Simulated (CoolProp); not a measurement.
A closed Brayton cycle with nitrogen: compressor inlet 316.15 K and 0.99 MPa, high pressure 2.72 MPa, turbine inlet 800 K, compressor efficiency 0.8, turbine efficiency 0.85, recuperator effectiveness 0.95 (on enthalpy, no pinch check). Each further row changes one setting.

Computed with CoolProp (reference Helmholtz-energy equation of state, Span 2000).

```csv
case,thermal efficiency (%),net work (kJ/kg),compressor to turbine work,compressor exit (K),turbine exit (K)
as stated,?,41.9,0.77,448.4,637.8
turbine inlet 750 K,17.1,?,?,448.4,596.6
compressor inlet 326.15 K,19.7,37.4,?,462.4,637.8
high pressure 2.31 MPa,24.5,?,?,?,?
recuperator effectiveness 0.5,14.8,41.9,0.77,448.4,637.8
```

**Question.** Some entries are withheld; supply them.

**Answer.** 
- as stated, thermal efficiency (%): 21.9
- turbine inlet 750 K, net work (kJ/kg): 30.4
- turbine inlet 750 K, compressor to turbine work: 0.82
- compressor inlet 326.15 K, compressor to turbine work: 0.79
- high pressure 2.31 MPa, net work (kJ/kg): 41.1
- high pressure 2.31 MPa, compressor to turbine work: 0.73
- high pressure 2.31 MPa, compressor exit (K): 424.4
- high pressure 2.31 MPa, turbine exit (K): 661.5
